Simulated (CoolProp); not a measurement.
Octamethyltrisiloxane (MDM) along the isotherm 575 K: density (kg/m³) from the reference equation and from simpler models built on Tc = 565.4 K, pc = 1.438 MPa, ω = 0.528; each cubic takes its own stable root.

Model: reference Helmholtz-energy equation of state, Thol 2017, in CoolProp.

```tsv
p (MPa)	phase	reference	ideal gas	van der Waals	Redlich-Kwong	Soave-Redlich-Kwong	Peng-Robinson
0.0479	gas	2.395	2.370	2.393	2.396	2.396	2.399
0.0958	gas	4.842	4.740	4.833	4.846	4.844	4.857
0.144	gas	7.360	7.124	7.339	7.369	7.365	7.393
0.192	gas	9.927	9.499	9.888	9.942	9.934	9.986
0.24	gas	12.56	11.87	12.49	12.58	12.57	12.65
0.288	gas	15.25	14.25	15.16	15.29	15.27	15.39
0.335	gas	17.96	16.57	17.83	18.01	17.98	18.15
0.383	gas	20.81	18.95	20.63	20.86	20.82	21.05
0.431	gas	23.73	21.32	23.50	23.80	23.75	24.04
0.479	gas	26.75	23.70	26.44	26.83	26.76	27.13
0.527	gas	29.86	26.07	29.47	29.95	29.86	30.32
0.575	gas	33.08	28.45	32.60	33.17	33.07	33.62
0.623	gas	36.41	30.82	35.82	36.51	36.38	37.05
0.671	gas	39.86	33.20	39.14	39.97	39.81	40.61
0.719	gas	43.45	35.57	42.59	43.57	43.36	44.31
```
